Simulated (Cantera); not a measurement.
Ignition delay

Mixture: CH4 : C2H6 : O2 : N2 = 1 : 0.27 : 3.04 : 8.8 (molar parts), at 420000 Pa, adiabatic and at constant pressure. Ignition delay is the time to a rise of 400 K.

Cantera simulation using GRI-Mech 3.0 (53 species, 325 reactions); the numbers are that mechanism's predictions, not measurements.

```tsv
T0 (K)	delay (ms)
1175	1.65
1275	0.386
1375	0.126
1475	0.0522
1575	0.0251
1675	0.0132
1775	0.00758
```

* **apparent activation energy between 1575 and 1775 K**: 140 kJ/mol
